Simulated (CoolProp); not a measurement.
n-butane along the isotherm 471.7 K: fugacity coefficient from the reference equation and from simpler models built on Tc = 425.1 K, pc = 3.796 MPa, ω = 0.201; each cubic takes its own stable root.

Computed with CoolProp (reference Helmholtz-energy equation of state, Bücker 2006).

| p (MPa) | phase | reference |
|---|---|---|
| 0.356 | gas | 0.9781 |
| 0.712 | gas | 0.9564 |
| 1.07 | gas | 0.9346 |
| 1.42 | gas | 0.9135 |
| 1.78 | gas | 0.8919 |
| 2.14 | gas | 0.8704 |
| 2.49 | gas | 0.8496 |
| 2.85 | gas | 0.8283 |
| 3.2 | gas | 0.8077 |
| 3.56 | gas | 0.7866 |
| 3.91 | supercritical | 0.7662 |
| 4.27 | supercritical | 0.7454 |
| 4.63 | supercritical | 0.7246 |
| 4.98 | supercritical | 0.7046 |
| 5.34 | supercritical | 0.6842 |
| 5.69 | supercritical | 0.6646 |

Problem. How far does each simpler model (van der Waals, Redlich-Kwong, Soave-Redlich-Kwong, Peng-Robinson) lie from the reference over these 16 states: mean and median of the absolute difference, and the worst?

Solution. 
- van der Waals: mean 0.3 %, median 0.2 %, worst -1.4 % at 471.7 K and 5.69 MPa
- Redlich-Kwong: mean 1.1 %, median 1.1 %, worst -1.9 % at 471.7 K and 5.69 MPa
- Soave-Redlich-Kwong: mean 0.2 %, median 0.1 %, worst +0.8 % at 471.7 K and 5.69 MPa
- Peng-Robinson: mean 2.4 %, median 2.6 %, worst -3.5 % at 471.7 K and 5.69 MPa
